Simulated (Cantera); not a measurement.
Input: 1 mol BF3, 1.4 mol NH3, 36 mol H2, equilibrated at 2300 K and 23.0 mbar.

Method: chemical equilibrium by Gibbs-energy minimisation in Cantera with the NASA 1993 tables (ideal gas, pure condensed phases). Candidate condensed phases: B, BN; 31 gas species. The tables' values for BF2, BH2 are old estimates; treat these amounts as uncertain. Rates play no part.

Base state: H2 0.857, H 0.0591, HF 0.0431, BF 0.0195, N2 0.0167, BF2 0.00389, BF3 0.000315, BHF2 0.000140 (mole fractions); condensed: gas only.

Q: What changes in the equilibrium state with this change: NH3 from 1.4 to 2.7 mol?

A: 
```csv
species,before,after
H2,0.857,0.848
H,0.0591,0.0588
HF,0.0431,0.0407
N2,0.0167,0.0303
BF,0.0195,0.0185
BF3,0.000315,0.000270
BHF2,0.000140,0.000125
BF2,0.00389,0.00351
BH2,1.80e-5,1.78e-5
```

Q: What changes in the equilibrium state with this change: NH3 from 1.4 to 6.9 mol?

A: 
| species | before | after |
|---|---|---|
| H2 | 0.857 | 0.824 |
| N2 | 0.0167 | 0.0648 |
| H | 0.0591 | 0.0579 |
| HF | 0.0431 | 0.0345 |
| BF | 0.0195 | 0.0159 |
| BF3 | 0.000315 | 0.000172 |
| BHF2 | 0.000140 | 9.13e-5 |
| BF2 | 0.00389 | 0.00260 |
| BH2 | 1.80e-5 | 1.73e-5 |
